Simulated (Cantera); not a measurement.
Charge: 1 mol Si₃H₈, 0.17 mol Cl₂, 15 mol N₂, at 190 Pa.

These are equilibrium values from Cantera (NASA tables, ideal gas, pure condensed phases), not measurements of a reactor. Candidate condensed phases: NH₄Cl, Si, Si₃N₄; 28 gas species. The feed counts by its element totals alone. N₂ is the only nitrogen source here; it is nearly inert below about 1500 K, so the nitride shown seldom forms there in practice. Kinetics and transport are ignored.

Over these rows the condensed part is Si₃N₄(s). Partial pressures as log10 of bar:

| T (K) | 1000/T (1/K) | log p SiCl₂ | log p N₂ | log p H₂ | log p HCl |
|---|---|---|---|---|---|
| 1398 | 0.7153 | -6.63 | -2.84 | -3.37 | -4.43 |
| 1448 | 0.6906 | -6.31 | -2.84 | -3.37 | -4.44 |
| 1498 | 0.6676 | -6.02 | -2.84 | -3.37 | -4.45 |
| 1548 | 0.6460 | -5.76 | -2.84 | -3.37 | -4.47 |
| 1598 | 0.6258 | -5.55 | -2.84 | -3.37 | -4.50 |
| 1648 | 0.6068 | ? | -2.84 | -3.37 | -4.54 |

Problem. Fit log p(SiCl₂) = a + b·(1000/T) to the five rows, give the apparent enthalpy, and predict the row at 1648 K.

Solution. Means: 1000/T = 0.6691, log p = -6.054. Sxy = -0.060781, Sxx = 0.0050074, so b = -12.14 and a = -6.054 − (-12.14)×0.6691 = 2.07.
Apparent enthalpy: −19.145 × (-12.14) = 232 kJ/mol. With the condensed phases at unit activity, 1/3 Si₃N₄(s) + 2 HCl(g) = SiCl₂(g) + 2/3 N₂(g) + H₂(g) links this pressure to the main gases: over the six rows their terms move log p by -0.22 in all, so the slope isn't that reaction's ΔH° alone. The five rows lie within 0.02 of the line.
Prediction at 1648 K: 2.07 + (-12.14)×0.6068 = -5.30. The computed value is -5.38, 0.08 from the line.
